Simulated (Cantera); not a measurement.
Input: 1 mol CH4, 1.7 mol H2O, a varied amount of H2, at 1225 K and 5200000 Pa.

Cantera equilibrium calculation (NASA polynomials, part measured and part estimated; ideal gas, pure solids and liquids). Candidate condensed phases: C, C6H6, C7H8, C8H18, H2O; 110 gas species. The ideal-gas law is rough above about 30 bar. Equilibrium is a limit: real reactors are often held back by kinetics, nucleation or transport.

### Question
At 52 mol H2, list the 4 most abundant gas species with their mole fractions, and the condensed phases.

### Answer
H2 0.952, H2O 0.0301, CH4 0.0174, CO 0.000869. Condensed: gas only.
